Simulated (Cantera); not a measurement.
## Thermodynamics of silicon oxide and oxynitride deposition, feed SiCl4 + O2 + H2

Input: 1 mol SiCl4, 0.083 mol O2, 8.8 mol H2, at 3.30 Torr.

Method: chemical equilibrium by Gibbs-energy minimisation in Cantera with the NASA 1993 tables (ideal gas, pure condensed phases). Candidate condensed phases: H2O, Si, SiO2; 30 gas species. The tables' values for SiCl3, SiCl are old estimates; treat these amounts as uncertain. The tables hold silica as quartz up to 1696 K and as liquid above; real silica turns to tridymite and cristobalite and melts near 1996 K. Gases not in the tables: Si2H6 and higher silanes. The numbers say what is thermodynamically allowed, not how fast it happens.

| T (°C) | x H2 | x HCl | x SiCl4 | x SiCl2 | x H | x Si | x SiO | x Cl | x SiCl3 | n SiO2(β-quartz) |
|---|---|---|---|---|---|---|---|---|---|---|
| 675 | 0.864 | 0.0432 | 0.0836 | 0.000446 | 7.35e-9 | <1e-12 | 4.40e-9 | 3.50e-10 | 0.00105 | 0.0830 |
| 775 | 0.846 | 0.0618 | 0.0702 | 0.00666 | 1.07e-7 | <1e-12 | 7.12e-7 | 7.14e-9 | 0.00505 | 0.0830 |
| 875 | 0.805 | 0.105 | 0.0448 | 0.0274 | 9.69e-7 | 3.78e-11 | 2.43e-5 | 1.11e-7 | 0.0105 | 0.0829 |
| 975 | 0.756 | 0.156 | 0.0177 | 0.0546 | 6.12e-6 | 1.19e-9 | 0.000378 | 1.08e-6 | 0.0116 | 0.0810 |
| 1075 | 0.724 | 0.188 | 0.00422 | 0.0706 | 2.97e-5 | 2.19e-8 | 0.00384 | 6.43e-6 | 0.00770 | 0.0624 |
| 1175 | 0.701 | 0.207 | 0.000874 | 0.0710 | 0.000116 | 2.50e-7 | 0.0152 | 2.80e-5 | 0.00411 | 0 |
| 1275 | 0.698 | 0.210 | 0.000196 | 0.0736 | 0.000388 | 2.52e-6 | 0.0152 | 9.32e-5 | 0.00227 | 0 |
| 1375 | 0.696 | 0.211 | 5.11e-5 | 0.0746 | 0.00112 | 1.92e-5 | 0.0151 | 0.000266 | 0.00131 | 0 |
| 1475 | 0.694 | 0.211 | 1.54e-5 | 0.0747 | 0.00287 | 0.000115 | 0.0151 | 0.000674 | 0.000803 | 0 |
| 1575 | 0.690 | 0.211 | 5.26e-6 | 0.0739 | 0.00664 | 0.000562 | 0.0151 | 0.00155 | 0.000513 | 0 |
| 1675 | 0.680 | 0.213 | 2.00e-6 | 0.0710 | 0.0140 | 0.00221 | 0.0150 | 0.00330 | 0.000337 | 0 |
| 1775 | 0.660 | 0.217 | 8.19e-7 | 0.0640 | 0.0274 | 0.00677 | 0.0148 | 0.00669 | 0.000221 | 0 |
| 1875 | 0.625 | 0.226 | 3.46e-7 | 0.0515 | 0.0497 | 0.0155 | 0.0144 | 0.0131 | 0.000138 | 0 |
x: gas mole fraction; n: condensed amount in mol.

From 675 °C to 1075 °C the condensed part is SiO2(β-quartz). From 1175 °C to 1875 °C nothing is condensed. The main Si-bearing gas is SiCl4 at 675 °C and SiCl2 at 1875 °C.
